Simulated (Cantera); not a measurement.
An adiabatic, constant-pressure homogeneous reactor starts with CO : H2 : O2 : N2 : H2O = 1 : 0.65 : 2.06 : 7.75 : 1.3 (molar parts), equivalence ratio 0.40, at 1798 K and 4.93 atm.

Cantera simulation using GRI-Mech 3.0 (53 species, 325 reactions); the numbers are that mechanism's predictions, not measurements. The hydrogen kinetics of GRI-Mech 3.0 are dated; newer H2 mechanisms differ, most at raised pressure.

Q: Predict: time of steepest temperature rise; temperature at 0.100 s; equilibrium temperature; x(CO) at 0.100 s; x(H2) at 0.100 s; x(O2) at 0.100 s; x(HO2) at 0.100 s; x(NO2) at 0.100 s; x(H) at 0.100 s; x(H2O) at 0.100 s.

A: 
```json
{
 "time_of_steepest_temperature_rise": "2.44 µs",
 "temperature at 0.100 s": "2550 K",
 "equilibrium_temperature": "2550 K",
 "x(CO) at 0.100 s": "0.00542 (gas-phase equilibrium 0.00542)",
 "x(H2) at 0.100 s": "0.00170 (gas-phase equilibrium 0.00170)",
 "x(O2) at 0.100 s": "0.0946 (gas-phase equilibrium 0.0946)",
 "x(HO2) at 0.100 s": "1.66e-5 (gas-phase equilibrium 1.66e-5)",
 "x(NO2) at 0.100 s": "1.92e-5 (gas-phase equilibrium 1.92e-5)",
 "x(H) at 0.100 s": "0.000579 (gas-phase equilibrium 0.000579)",
 "x(H2O) at 0.100 s": "0.154 (gas-phase equilibrium 0.154)"
}
```
